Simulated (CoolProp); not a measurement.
Vapour-liquid equilibrium of R22 (1) + n-hexane (2) at 0.429 MPa; x and y are mole fractions of (1).

Values from CoolProp's multi-fluid Helmholtz-energy mixture model, Kamei 1995 and Thol 2019; pair parameters Bell 2016.

| x | bubble temperature (K) | y at the bubble point | dew temperature at overall composition x (K) | liquid density (mol/L) |
|---|---|---|---|---|
| 0.05 | 367.0 | 0.502 | 393.8 | 6.970 |
| 0.125 | 334.4 | 0.815 | 390.0 | 7.647 |
| 0.2 | 314.9 | 0.912 | 386.0 | 8.201 |
| 0.275 | 302.8 | 0.948 | 381.8 | 8.700 |
| 0.35 | 294.9 | 0.965 | 377.3 | 9.184 |
| 0.425 | 289.4 | 0.975 | 372.5 | 9.675 |
| 0.5 | 285.3 | 0.981 | 367.2 | 10.19 |
| 0.575 | 282.1 | 0.985 | 361.2 | 10.73 |
| 0.65 | 279.4 | 0.988 | 354.5 | 11.31 |
| 0.725 | 277.0 | 0.991 | 346.5 | 11.95 |
| 0.8 | 274.8 | 0.993 | 336.7 | 12.66 |
| 0.875 | 272.5 | 0.996 | 323.6 | 13.44 |
| 0.95 | 270.2 | 0.998 | 302.1 | 14.33 |

No azeotrope shows between x = 0.05 and 0.95.

Pair parameters are fitted to limited data, so mixtures are less certain than the pure fluids. The gap from Raoult's law changes sign with composition, which may be real or a fault of the pair parameters; it wasn't checked against measurements.
